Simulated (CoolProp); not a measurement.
Vapour-liquid equilibrium of propylene (1) + cyclohexane (2) at 308.6 K; x and y are mole fractions of (1).

Values from CoolProp's multi-fluid Helmholtz-energy mixture model, Lemmon 2013 and Zhou 2014; pair parameters Bell 2016.

```tsv
x	bubble pressure, mixture model (bar)	bubble pressure, Raoult's law (bar)	y, mixture model	y, Raoult's law
0.05	1.048	0.9369	0.808	0.792
0.2	3.402	3.133	0.944	0.948
0.35	5.551	5.330	0.969	0.975
0.5	7.573	7.527	0.979	0.986
0.65	9.548	9.723	0.986	0.993
0.8	11.59	11.92	0.992	0.997
0.95	13.92	14.12	0.998	0.999
```

The largest gap from Raoult's law is +11.9 % in bubble pressure, at x = 0.05. No azeotrope shows between x = 0.05 and 0.95.

Pair parameters are fitted to limited data, so mixtures are less certain than the pure fluids. The gap from Raoult's law changes sign with composition, which may be real or a fault of the pair parameters; it wasn't checked against measurements.
